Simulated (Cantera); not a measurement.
Source: NASA polynomial tables (part measured, part estimated), evaluated in Cantera. Values are per mole of reaction as written; species without (g) are pure solids or liquids, kept so even where they would boil at 1 bar.

**Question.** Between 875 and 2275 K, where is each reaction favourable under standard conditions?
- N2O(g) + 2 CuF2(g) ⇌ Cu2O + 4 F(g) + 2 N(g)

**Answer.** 
- N2O(g) + 2 CuF2(g) ⇌ Cu2O + 4 F(g) + 2 N(g): ΔG° is 1281 kJ at 875 K and 750 kJ at 2275 K; it stays positive (K < 1). ΔH° is 1699 kJ and ΔS° 417 J/K at 2275 K.
